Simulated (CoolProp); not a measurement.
Model: reference Helmholtz-energy equation of state, Lemmon 2003, in CoolProp. It is a pseudo-pure fit of the blend.

Question: For R507A, give the phase and the cp (kJ/(kg K)), cv (kJ/(kg K)) at 21.05 °C and 0.025 MPa; 26.25 °C and 0.274 MPa; -45.65 °C and 0.0389 MPa.

Answer: 
- 21.05 °C and 0.025 MPa: gas; cp 0.854, cv 0.768
- 26.25 °C and 0.274 MPa: gas; cp 0.900, cv 0.794
- -45.65 °C and 0.0389 MPa: gas; cp 0.745, cv 0.652
